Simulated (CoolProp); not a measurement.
A single-stage vapour-compression cycle with R115: evaporating at 224.15 K (dew point), condensing at 280.15 K (bubble point), superheat 10 K, subcooling 8 K, compressor efficiency 0.8, no pressure losses. Each further row changes one setting.

Values from CoolProp's reference Helmholtz-energy equation of state, Lemmon 2016.

| case | cooling COP | pressure ratio | discharge temperature (K) | refrigerating effect (kJ/kg) | volumetric capacity (kJ/m³) |
|---|---|---|---|---|---|
| as stated | 2.55 | 8.54 | 294.0 | 88.9 | 464 |
| evaporating temperature 229.15 K | … | … | 292.9 | 91.8 | 599 |
| condensing temperature 275.15 K | 2.91 | … | 289.3 | 94.0 | 490 |
| subcooling 13 K | … | 8.54 | 294.0 | 94.0 | 490 |
| superheat 20 K | … | 8.54 | 304.5 | … | … |
| compressor efficiency 0.7 | … | 8.54 | 300.4 | 88.9 | 464 |

### Question
Complete the blanks.

### Answer

- evaporating temperature 229.15 K, cooling COP: 2.96
- evaporating temperature 229.15 K, pressure ratio: 6.71
- condensing temperature 275.15 K, pressure ratio: 7.33
- subcooling 13 K, cooling COP: 2.70
- superheat 20 K, cooling COP: 2.61
- superheat 20 K, refrigerating effect (kJ/kg): 95.3
- superheat 20 K, volumetric capacity (kJ/m³): 475
- compressor efficiency 0.7, cooling COP: 2.24
